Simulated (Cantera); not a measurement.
A Cantera script and what it prints.

```python
import numpy as np
import cantera as ct

gas_names = """
    C CN C2 CCN CNC C2N2 C3 C4 C4N2 C5 N N2 Si SiC SiC2 SiN Si2 Si2C Si2N Si3
""".split()
cond_names = """
    C(gr) Si(cr) Si(L) SiC(b) Si3N4(a)
""".split()


# ... load() reads the species with a 1 bar reference pressure and builds the phases ...
atoms = {
    'SiC': {'Si': 1, 'C': 1},
    'N2': {'N': 2},
    'C': {'C': 1},
}
top_T = {'C(gr)': 4500, 'SiC(b)': 3050, 'Si3N4(a)': 2400}  # K; cautious upper limits of use, not melting points


# ... equilibrate(T, P, feed) seeds the gas with the atoms and calls Mixture.equilibrate('TP', solver="vcs", rtol=1e-11, max_steps=5000) ...
results = []
feed = {'SiC': 1, 'N2': 2.9, 'C': 0.13}  # mol
P = 380  # Pa
for T in [1850, 1950, 2050, 2150, 2250, 2350, 2450, 2550]:
    mix = equilibrate(T, P, feed)
    results.append((T, P, feed, dict(zip(mix.species_names, mix.species_moles))))

top = {s: max(r[3][s] / sum(r[3][g] for g in gas_names) for r in results) for s in gas_names}
cols = sorted((s for s in top if top[s] > 1e-05), key=lambda s: -top[s])[:7]
seen = [c for c in cond_names if any(r[3].get(c, 0) > 1e-12 for r in results)]
print("log10 of partial pressures in bar; condensed amounts in mol")
print(f"{'T/K':>10s}" + "".join(f"{s[:9]:>10s}" for s in cols + seen))
for T, P, feed, n in results:
    ng = sum(n[g] for g in gas_names)
    print(f"{T:10.4g}" + "".join(f"{np.log10(max(n[s] / ng * P / 1e5, 1e-99)):10.3f}" for s in cols)
          + "".join(f"{n.get(c, 0):10.4g}" for c in seen))
```

Result:

```
log10 of partial pressures in bar; condensed amounts in mol
       T/K        N2        Si      SiC2      Si2C        CN       SiN       Si2     C(gr)    SiC(b)
      1850    -2.420    -6.712    -8.425    -8.574    -8.378    -8.338   -10.389    0.1301    0.9998
      1950    -2.420    -5.967    -7.454    -7.623    -7.749    -7.708    -9.348    0.1308    0.9991
      2050    -2.421    -5.295    -6.579    -6.767    -7.182    -7.140    -8.411    0.1338    0.9956
      2150    -2.423    -4.686    -5.788    -5.994    -6.669    -6.626    -7.562    0.1454    0.9811
      2250    -2.431    -4.132    -5.069    -5.291    -6.206    -6.162    -6.791    0.1853    0.9268
      2350    -2.456    -3.626    -4.413    -4.650    -5.791    -5.746    -6.086    0.3143    0.7315
      2450    -2.540    -3.174    -3.824    -4.087    -5.441    -5.407    -5.465    0.7418         0
      2550    -2.545    -3.163    -3.688    -4.380    -5.083    -5.464    -5.703    0.6574         0
```

These are equilibrium values from Cantera (NASA tables, ideal gas, pure condensed phases), not measurements of a reactor. The tables' values for SiN are old estimates; treat these amounts as uncertain.
